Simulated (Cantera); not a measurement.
What does this Cantera script print?

```python
import numpy as np
import cantera as ct

gas = ct.Solution("gri30.yaml")
gas.TPX = 1850, 4500, {'NO': 1, 'N2': 0.57}
reactor = ct.IdealGasConstPressureReactor(gas, energy="off", clone=False)
net = ct.ReactorNet([reactor])
net.rtol, net.atol = 1e-08, 1e-18
show = ['NO', 'N2', 'O2', 'N2O', 'NO2', 'O']
times = np.geomspace(4e-05, 3, 13)

steps = ct.SolutionArray(gas, extra=["t"])
rows = []
print(f"{'t/s':>10s}{'T/K':>9s}{'P/Pa':>11s}" + "".join(f"{s:>11s}" for s in show))
for t in times:
    while net.time < t:
        t_next = net.step()
        steps.append(gas.state, t=t_next)
    rows.append([np.interp(t, steps.t, y) for y in (steps.T, steps.P, *steps(*show).X.T)])
    print(f"{t:10.3e}{rows[-1][0]:9.1f}{rows[-1][1]:11.4g}" + "".join(f"{x:11.3e}" for x in rows[-1][2:]))
rate = np.gradient(steps.T, steps.t)
print("integrator steps:", len(steps.t))
if steps.T.max() > steps.T[0] + 200:
    print(f"time of steepest temperature rise: {steps.t[rate.argmax()]:.4e} s")
gas.TPX = 1850, 4500, {'NO': 1, 'N2': 0.57}
gas.equilibrate("TP")
print(f"equilibrium (TP): T = {gas.T:.1f} K  " + "  ".join(f"{s} {gas[s].X[0]:.3e}" for s in show))
```

Result:

```
       t/s      T/K       P/Pa         NO         N2         O2        N2O        NO2          O
 4.000e-05   1850.0       4500  6.369e-01  3.631e-01  1.038e-10  2.611e-07  7.456e-10  2.608e-07
 1.019e-04   1850.0       4500  6.369e-01  3.631e-01  6.716e-10  6.647e-07  4.805e-09  6.625e-07
 2.598e-04   1850.0       4500  6.369e-01  3.631e-01  4.354e-09  1.689e-06  3.077e-08  1.675e-06
 6.620e-04   1850.0       4500  6.369e-01  3.631e-01  2.803e-08  4.271e-06  1.916e-07  4.187e-06
 1.687e-03   1850.0       4500  6.369e-01  3.631e-01  1.826e-07  1.067e-05  1.126e-06  1.022e-05
 4.299e-03   1850.0       4500  6.369e-01  3.631e-01  1.292e-06  2.588e-05  5.736e-06  2.408e-05
 1.095e-02   1850.0       4500  6.368e-01  3.631e-01  1.133e-05  5.814e-05  2.109e-05  5.337e-05
 2.792e-02   1850.0       4500  6.365e-01  3.632e-01  9.209e-05  1.090e-04  4.080e-05  9.011e-05
 7.114e-02   1850.0       4500  6.358e-01  3.635e-01  4.201e-04  1.485e-04  4.703e-05  1.049e-04
 1.813e-01   1850.0       4500  6.339e-01  3.644e-01  1.335e-03  1.543e-04  5.048e-05  1.106e-04
 4.620e-01   1850.0       4500  6.292e-01  3.668e-01  3.691e-03  1.508e-04  5.738e-05  1.200e-04
 1.177e+00   1850.0       4500  6.170e-01  3.729e-01  9.749e-03  1.424e-04  7.212e-05  1.410e-04
 3.000e+00   1850.0       4500  5.859e-01  3.884e-01  2.527e-02  1.239e-04  9.863e-05  1.826e-04
integrator steps: 493
equilibrium (TP): T = 1850.0 K  NO 5.599e-03  N2 6.786e-01  O2 3.153e-01  N2O 6.291e-08  NO2 3.292e-06  O 5.135e-04
```

Detailed kinetics in Cantera: GRI-Mech 3.0 (53 species, 325 reactions). Radical loss at walls, strong at low pressure, is not modelled.
